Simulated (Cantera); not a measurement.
Feed: 1 mol Si3N4, 0.035 mol H2O, a varied amount of H2, equilibrated at 1773.15 K and 0.690 Pa.

Method: chemical equilibrium by Gibbs-energy minimisation in Cantera with the NASA 1993 tables (ideal gas, pure condensed phases). Candidate condensed phases: H2O, Si, SiO2, Si2N2O, Si3N4; 35 gas species. Equilibrium is a limit: real reactors are often held back by kinetics, nucleation or transport.

Task: At 140 mol H2, list the 5 most abundant gas species with their mole fractions, and the condensed phases.

Result: H2 0.866, H 0.101, Si 0.0193, N2 0.0131, SiO 0.000229. Condensed: gas only.
